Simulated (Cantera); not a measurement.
Charge: 1 mol SO2, 0.11 mol H2O, 2.9 mol H2, equilibrated at 798 K and 130 Pa.

Equilibrium computed with Cantera from the NASA thermochemical tables; the gas is ideal and each condensed phase is pure. Gases not in the tables: S3 to S7. Kinetics and transport are ignored.

```tsv
species	before	after
H2	0.0223	0.723
H2S	0.270	0.249
H2O	0.681	0.0274
S2	0.0263	2.13e-5
SO2	0.000672	<1e-9
S2O	2.11e-5	<1e-9
```
Gas species are given as mole fractions.

Question: What was changed between the two runs?
A) temperature from 798 K to 1798 K
B) H2 from 2.9 to 0.17 mol
C) SO2 replaced by H2S
D) temperature from 798 K to 673 K

Answer: C, SO2 replaced by H2S
